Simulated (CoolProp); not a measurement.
Vapour-liquid equilibrium of carbon dioxide (1) + R134a (2) at 0.524 MPa; x and y are mole fractions of (1).

The numbers come from the multi-fluid Helmholtz-energy mixture model, Span 1996 and Tillner-Roth 1994; pair parameters Bell 2016 in CoolProp.

Problem. Give the bubble temperature and the first vapour's composition at x = 0.15, 0.45, 0.75. Is there an azeotrope?

Solution. x = 0.15: 264.9 K, y = 0.624; x = 0.45: 235.9 K, y = 0.930; x = 0.75: 223.4 K, y = 0.982. No azeotrope shows between x = 0.05 and 0.95.

The pair parameters rest on a limited set of measurements; away from them the model extrapolates.
